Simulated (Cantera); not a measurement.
Charge: 1 mol NaOH, 3.1 mol H₂, a varied amount of O₂, equilibrated at 1475 K and 17.0 Pa.

These are equilibrium values from Cantera (NASA tables, ideal gas, pure condensed phases), not measurements of a reactor. Candidate condensed phases: H₂O, Na, NaOH, NaO₂, Na₂O, Na₂O₂; 16 gas species. The numbers say what is thermodynamically allowed, not how fast it happens.

### Question
At 1.3 mol O₂, list the 7 most abundant gas species with their mole fractions, and the condensed phases.

### Answer
H₂O 0.768, Na 0.197, NaOH 0.0226, H₂ 0.0115, OH 0.000187, H 0.000106, O₂ 4.80e-5. Condensed: gas only.
